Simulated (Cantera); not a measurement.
**SiH₄ + H₂O (silicon oxide and oxynitride deposition)**

Charge: 1 mol SiH₄, a varied amount of H₂O, equilibrated at 19.0 Pa.

Cantera equilibrium calculation (NASA polynomials, part measured and part estimated; ideal gas, pure solids and liquids). Candidate condensed phases: H₂O, Si, SiO₂; 18 gas species. Equilibrium is a limit: real reactors are often held back by kinetics, nucleation or transport.

Stable condensed phases:

```
T in K \ n(H₂O) in mol
          0.2 0.25 0.33 0.42 0.54  0.7 0.91  1.2
   2075     A    A    A    A    A    A    A    A
   2050     A    A    A    A    A    A    A    A
   2025     A    A    A    A    A    A    A    A
   2000     B    A    A    A    A    A    A    A
   1975     B    B    B    A    A    A    A    A
   1950     B    B    B    B    A    A    A    A
   1925     B    B    B    B    B    A    A    A
   1900     B    B    B    B    B    B    A    A
   1875     B    B    B    B    B    B    A    A
   1850     B    B    B    B    B    B    A    A
```

A: gas only; B: Si.
